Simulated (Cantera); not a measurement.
Feed: 1 mol MgSO4, 0.046 mol CO2, equilibrated at 1125 °C and 4.20 mbar.

Equilibrium computed with Cantera from the NASA thermochemical tables; the gas is ideal and each condensed phase is pure. Candidate condensed phases: C, Mg, MgCO3, MgO, MgS, MgSO4, S; 26 gas species. Kinetics and transport are ignored.

Base state: SO2 0.646, O2 0.323, CO2 0.0298, SO3 0.00155 (mole fractions); condensed: MgO(s).

Problem. What changes in the equilibrium state with this change: CO2 from 0.046 to 4.3 mol?

Solution. 
```
species       before     after
-----------  -------  --------
CO2           0.0298     0.741
SO2            0.646     0.172
O2             0.323    0.0861
CO           7.68e-7   3.70e-5
SO3          0.00155  0.000214
MgO(s), mol     1.00      1.00
```
